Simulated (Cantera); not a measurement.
## Ignition delay

Mixture: CO : H2 : CH4 : O2 : N2 = 1 : 0.24 : 0.095 : 1.19 : 4.48 (molar parts), equivalence ratio 0.68, at 760 Torr, adiabatic and at constant pressure. Ignition delay is the time to a rise of 400 K.

Detailed kinetics in Cantera: GRI-Mech 3.0 (53 species, 325 reactions). Below about 1000 K GRI-Mech 3.0 lacks low-temperature oxidation paths.

```tsv
T0 (K)	delay (ms)
975	2.84
1075	0.457
1175	0.179
1275	0.105
1375	0.0741
1475	0.0591
```
